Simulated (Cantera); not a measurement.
What does this Cantera script print?

```python
import numpy as np
import cantera as ct

gas_names = """
    AL ALH ALO ALOH ALO2 ALO2H AL2 AL2O AL2O2 H HALO HO2 H2 H2O H2O2 O OH O2 O3
""".split()
cond_names = """
    AL(cr) AL(L) AL2O3(a) AL2O3(L) H2O(s) H2O(L)
""".split()


# ... load() reads the species with a 1 bar reference pressure and builds the phases ...
atoms = {
    'Al2O3': {'AL': 2, 'O': 3},
    'H2O': {'H': 2, 'O': 1},
}
top_T = {}  # K; cautious upper limits of use, not melting points


# ... equilibrate(T, P, feed) seeds the gas with the atoms and calls Mixture.equilibrate('TP', solver="vcs", rtol=1e-11, max_steps=5000) ...
results = []
feed = {'Al2O3': 1, 'H2O': 3.5}  # mol
P = 5200  # Pa
for T in [1225, 1325, 1425, 1525, 1625, 1725, 1825, 1925]:
    mix = equilibrate(T, P, feed)
    results.append((T, P, feed, dict(zip(mix.species_names, mix.species_moles))))
    x = sorted(zip(gas.X, gas.species_names), reverse=True)
    print(f"T = {T:g} K  P = {P:g} Pa  gas = {mix.phase_moles(0):.4g} mol")
    print("   x: " + "  ".join(f"{s} {v:.3e}" for v, s in x if v > 0.0001))
    print("   condensed (mol): " + ("  ".join(f"{mix.phase(i).name} {mix.phase_moles(i):.4g}"
          for i in range(1, mix.n_phases) if mix.phase_moles(i) > 1e-12) or "none"))
```

It prints:

```
T = 1225 K  P = 5200 Pa  gas = 3.5 mol
   x: H2O 1.000e+00
   condensed (mol): AL2O3(a) 1
T = 1325 K  P = 5200 Pa  gas = 3.5 mol
   x: H2O 9.999e-01
   condensed (mol): AL2O3(a) 1
T = 1425 K  P = 5200 Pa  gas = 3.5 mol
   x: H2O 9.996e-01  H2 2.623e-04  O2 1.211e-04
   condensed (mol): AL2O3(a) 1
T = 1525 K  P = 5200 Pa  gas = 3.501 mol
   x: H2O 9.989e-01  H2 6.636e-04  O2 3.011e-04  OH 1.248e-04
   condensed (mol): AL2O3(a) 1
T = 1625 K  P = 5200 Pa  gas = 3.503 mol
   x: H2O 9.975e-01  H2 1.500e-03  O2 6.680e-04  OH 3.355e-04
   condensed (mol): AL2O3(a) 1
T = 1725 K  P = 5200 Pa  gas = 3.506 mol
   x: H2O 9.947e-01  H2 3.086e-03  O2 1.349e-03  OH 8.034e-04
   condensed (mol): AL2O3(a) 1
T = 1825 K  P = 5200 Pa  gas = 3.512 mol
   x: H2O 9.897e-01  H2 5.864e-03  O2 2.516e-03  OH 1.745e-03  H 1.479e-04
   condensed (mol): AL2O3(a) 1
T = 1925 K  P = 5200 Pa  gas = 3.523 mol
   x: H2O 9.812e-01  H2 1.041e-02  O2 4.385e-03  OH 3.485e-03  H 4.276e-04  O 1.068e-04
   condensed (mol): AL2O3(a) 1
```

Method: chemical equilibrium by Gibbs-energy minimisation in Cantera with the NASA 1993 tables (ideal gas, pure condensed phases). Gases not in the tables: Al(OH)3.
